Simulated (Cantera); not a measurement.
Premixed flame

A freely propagating, adiabatic, planar premixed flame of CH₄ : O₂ : N₂ = 1 : 2.2 : 8.26 (molar parts), equivalence ratio 0.91, unburnt at 425 K and 0.118 atm; mixture-averaged transport, grid criteria slope 0.08 and curve 0.16, no radiation.

Cantera simulation using GRI-Mech 3.0 (53 species, 325 reactions); the numbers are that mechanism's predictions, not measurements. Burning velocities carry a grid error of a few per cent, more on coarse grids.

```json
[
 {"z (mm)": "-7.33", "T (K)": "425", "u (m/s)": "1.01", "x CH₄": "0.0872", "x O₂": "0.192", "x NO": "<1e-8", "x H₂O₂": "<1e-8", "x HO₂": "2.42e-8", "x CO": "1.36e-7"},
 {"z (mm)": "-4.89", "T (K)": "425", "u (m/s)": "1.02", "x CH₄": "0.0871", "x O₂": "0.192", "x NO": "<1e-8", "x H₂O₂": "3.49e-8", "x HO₂": "5.89e-7", "x CO": "3.43e-6"},
 {"z (mm)": "-3.66", "T (K)": "427", "u (m/s)": "1.02", "x CH₄": "0.0868", "x O₂": "0.191", "x NO": "<1e-8", "x H₂O₂": "3.13e-7", "x HO₂": "5.04e-6", "x CO": "3.29e-5"},
 {"z (mm)": "-2.44", "T (K)": "461", "u (m/s)": "1.11", "x CH₄": "0.0846", "x O₂": "0.189", "x NO": "2.39e-8", "x H₂O₂": "3.13e-6", "x HO₂": "4.44e-5", "x CO": "0.000697"},
 {"z (mm)": "-1.22", "T (K)": "806", "u (m/s)": "1.97", "x CH₄": "0.0642", "x O₂": "0.164", "x NO": "4.67e-7", "x H₂O₂": "3.61e-6", "x HO₂": "4.28e-5", "x CO": "0.0115"},
 {"z (mm)": "-0.611", "T (K)": "1207", "u (m/s)": "2.98", "x CH₄": "0.0363", "x O₂": "0.125", "x NO": "1.31e-6", "x H₂O₂": "2.63e-6", "x HO₂": "0.000104", "x CO": "0.0296"},
 {"z (mm)": "0", "T (K)": "1583", "u (m/s)": "3.95", "x CH₄": "0.00953", "x O₂": "0.0794", "x NO": "2.96e-6", "x H₂O₂": "6.81e-7", "x HO₂": "0.000104", "x CO": "0.0481"},
 {"z (mm)": "0.611", "T (K)": "1732", "u (m/s)": "4.33", "x CH₄": "0.000937", "x O₂": "0.0519", "x NO": "4.96e-6", "x H₂O₂": "1.36e-7", "x HO₂": "1.55e-5", "x CO": "0.0487"},
 {"z (mm)": "1.22", "T (K)": "1763", "u (m/s)": "4.39", "x CH₄": "5.25e-5", "x O₂": "0.0415", "x NO": "6.24e-6", "x H₂O₂": "9.67e-8", "x HO₂": "2.57e-6", "x CO": "0.0410"},
 {"z (mm)": "2.44", "T (K)": "1787", "u (m/s)": "4.43", "x CH₄": "2.03e-7", "x O₂": "0.0360", "x NO": "7.46e-6", "x H₂O₂": "9.12e-8", "x HO₂": "1.66e-6", "x CO": "0.0308"},
 {"z (mm)": "4.89", "T (K)": "1816", "u (m/s)": "4.49", "x CH₄": "<1e-8", "x O₂": "0.0335", "x NO": "9.02e-6", "x H₂O₂": "8.07e-8", "x HO₂": "1.48e-6", "x CO": "0.0245"},
 {"z (mm)": "9.77", "T (K)": "1855", "u (m/s)": "4.57", "x CH₄": "<1e-8", "x O₂": "0.0322", "x NO": "1.19e-5", "x H₂O₂": "6.73e-8", "x HO₂": "1.33e-6", "x CO": "0.0226"},
 {"z (mm)": "19.5", "T (K)": "1912", "u (m/s)": "4.69", "x CH₄": "<1e-8", "x O₂": "0.0306", "x NO": "1.73e-5", "x H₂O₂": "5.17e-8", "x HO₂": "1.13e-6", "x CO": "0.0212"}
]
```
x: mole fraction of selected species; z is measured from the peak of heat release.

```json
{
  "laminar_burning_velocity": "101 cm/s",
  "thermal_thickness": "2.44 mm",
  "peak x(H₂O₂)": "4.50e-6",
  "peak x(HO₂)": "0.000136",
  "peak x(CO)": "0.0507",
  "grid_points": "158"
}
```
